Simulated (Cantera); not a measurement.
What does this Cantera script print?

```python
import numpy as np
import cantera as ct

gas_names = """
    H H2 N NH NH2 NH3 N2 N2H2 N2H4 Si SiH SiH2 SiH3 SiH4 SiN Si2 Si2N Si3
""".split()
cond_names = """
    Si(cr) Si(L) Si3N4(a)
""".split()


def load(file, names, dense=False):
    # The tables refer to 1 bar. Condensed volumes are neglected.
    table = {s.name: s for s in ct.Species.list_from_file(file)}
    out = []
    for n in names:
        d = dict(table[n].input_data)
        d["thermo"] = dict(d["thermo"], **{"reference-pressure": 1e5})
        if dense:
            d["equation-of-state"] = {"model": "constant-volume", "density": "1e6 g/cm^3"}
        out.append(ct.Species.from_dict(d))
    return out


gas = ct.Solution(thermo="ideal-gas", species=load("nasa_gas.yaml", gas_names))
cond = {s.name: ct.Solution(thermo="fixed-stoichiometry", species=[s], name=s.name)
        for s in load("nasa_condensed.yaml", cond_names, dense=True)}
atoms = {
    'SiH4': {'Si': 1, 'H': 4},
    'NH3': {'N': 1, 'H': 3},
}
top_T = {'Si3N4(a)': 2400}  # K; cautious upper limits of use, not melting points


def equilibrate(T, P, feed):
    n = {}
    for name, mol in feed.items():
        for a, k in atoms[name].items():
            n[a] = n.get(a, 0.0) + k * mol
    gas.TPX = T, P, n
    mass = sum(n.values()) * gas.mean_molecular_weight
    gas.equilibrate("TP")
    valid = [c for c in cond.values() if c.min_temp <= T <= top_T.get(c.name, c.max_temp)]
    mix = ct.Mixture([(gas, mass / gas.mean_molecular_weight)] + [(c, 0.0) for c in valid])
    mix.T, mix.P = T, P
    mix.equilibrate("TP", solver="vcs", rtol=1e-11, max_steps=5000)
    return mix


results = []
feed = {'SiH4': 1, 'NH3': 23}  # mol
P = 650  # Pa
for T in [948, 1048, 1148, 1248, 1348, 1448, 1548, 1648, 1748, 1848, 1948]:
    mix = equilibrate(T, P, feed)
    results.append((T, P, feed, dict(zip(mix.species_names, mix.species_moles))))

top = {s: max(r[3][s] / sum(r[3][g] for g in gas_names) for r in results) for s in gas_names}
cols = sorted((s for s in top if top[s] > 0.0001), key=lambda s: -top[s])[:6]
seen = [c for c in cond_names if any(r[3].get(c, 0) > 1e-12 for r in results)]
print("log10 of partial pressures in bar; condensed amounts in mol")
print(f"{'T/K':>10s}" + "".join(f"{s[:9]:>10s}" for s in cols + seen))
for T, P, feed, n in results:
    ng = sum(n[g] for g in gas_names)
    print(f"{T:10.4g}" + "".join(f"{np.log10(max(n[s] / ng * P / 1e5, 1e-99)):10.3f}" for s in cols)
          + "".join(f"{n.get(c, 0):10.4g}" for c in seen))
```

It prints:

```
log10 of partial pressures in bar; condensed amounts in mol
       T/K        H2        N2         H        Si       SiH     Si(L)  Si3N4(a)
       948    -2.300    -2.827   -10.430   -23.054   -22.143         0    0.3333
      1048    -2.300    -2.827    -9.262   -19.392   -18.882         0    0.3333
      1148    -2.300    -2.827    -8.295   -16.372   -16.195         0    0.3333
      1248    -2.300    -2.827    -7.481   -13.841   -13.943         0    0.3333
      1348    -2.300    -2.827    -6.786   -11.690   -12.031         0    0.3333
      1448    -2.300    -2.828    -6.185    -9.839   -10.386         0    0.3333
      1548    -2.300    -2.828    -5.662    -8.231    -8.958         0    0.3333
      1648    -2.300    -2.828    -5.201    -6.821    -7.707         0    0.3328
      1748    -2.307    -2.808    -4.795    -5.837    -6.867    0.9864         0
      1848    -2.309    -2.809    -4.430    -5.203    -6.359     0.945         0
      1948    -2.314    -2.812    -4.104    -4.634    -5.905    0.8029         0
```

Equilibrium computed with Cantera from the NASA thermochemical tables; the gas is ideal and each condensed phase is pure. The tables' values for SiN are old estimates; treat these amounts as uncertain. Gases not in the tables: Si2H6 and higher silanes.
